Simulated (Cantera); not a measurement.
Charge: 1 mol SiH2Cl2, 0.93 mol N2, held at 1175 K.

Cantera equilibrium calculation (NASA polynomials, part measured and part estimated; ideal gas, pure solids and liquids). Candidate condensed phases: NH4Cl, Si, Si3N4; 28 gas species. N2 is the only nitrogen source here; it is nearly inert below about 1500 K, so the nitride shown seldom forms there in practice. Kinetics and transport are ignored.

### Question
What share of the Si ends up in condensed phases as a function of P (Pa), at 5, 17, 59, 210, 710, 2400, 8400, 29000, 100000?

### Answer
```csv
P (Pa),Si condensed (%),as
5,74.2,Si3N4(s)
17,76.9,Si3N4(s)
59,77.4,Si3N4(s)
210,76.8,Si3N4(s)
710,75.8,Si3N4(s)
2400,74.5,Si3N4(s)
8400,73.2,Si3N4(s)
29000,71.8,Si3N4(s)
100000,70.4,Si3N4(s)
```
